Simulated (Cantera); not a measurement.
Charge: 1 mol Si₂H₆, 0.88 mol O₂, 1.4 mol N₂, at 625 K and 0.250 bar.

These are equilibrium values from Cantera (NASA tables, ideal gas, pure condensed phases), not measurements of a reactor. Candidate condensed phases: H₂O, Si, SiO₂, Si₂N₂O, Si₃N₄; 35 gas species. The feed counts by its element totals alone. N₂ is the only nitrogen source here; it is nearly inert below about 1500 K, so the nitride shown seldom forms there in practice. Kinetics and transport are ignored.

Base state: H₂ 0.820, N₂ 0.178, NH₃ 0.00215 (mole fractions); condensed: SiO₂(α-quartz) + Si₂N₂O(s).

Question: What changes in the equilibrium state with this change: temperature from 625 K to 1425 K?

Answer: 
| species | before | after |
|---|---|---|
| H₂ | 0.820 | 0.821 |
| N₂ | 0.178 | 0.179 |
| H₂O | 1.78e-6 | 0.000190 |
| NH₃ | 0.00215 | 6.18e-6 |
| H | <1e-9 | 1.24e-5 |
| SiO₂(α-quartz), mol | 0.507 | 0 |
| Si₂N₂O(s), mol | 0.747 | 0.747 |
| SiO₂(β-quartz), mol | 0 | 0.506 |
Mutual solubility and eutectic melting of coexisting phases are not modelled. The tables hold silica as quartz up to 1696 K and as liquid above; real silica turns to tridymite and cristobalite and melts near 1996 K.

Question: What changes in the equilibrium state with this change: pressure from 0.250 bar to 29.0 Pa?

Answer: 
| species | before | after |
|---|---|---|
| H₂ | 0.820 | 0.821 |
| N₂ | 0.178 | 0.179 |
| NH₃ | 0.00215 | 2.51e-6 |
| SiO₂(α-quartz), mol | 0.507 | 0.507 |
| Si₂N₂O(s), mol | 0.747 | 0.747 |
